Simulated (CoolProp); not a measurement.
Ammonia at 355.96 K and 9.67 MPa is throttled through a valve to 2.7 MPa with no heat exchange. Each further row changes one setting.

Computed with CoolProp (reference Helmholtz-energy equation of state, Gao 2020).

```csv
case,temperature change (K),final phase,final density (kg/m³)
as stated,-21.5,…,…
outlet pressure 0.81 MPa,-64.6,…,…
outlet pressure 3.51 MPa,…,"two-phase, vapour fraction 0.055",264
```

Problem. What belongs in the gaps?

Solution. 
- as stated, final phase: two-phase, vapour fraction 0.112
- as stated, final density (kg/m³): 144
- outlet pressure 0.81 MPa, final phase: two-phase, vapour fraction 0.272
- outlet pressure 0.81 MPa, final density (kg/m³): 22.7
- outlet pressure 3.51 MPa, temperature change (K): -10.3
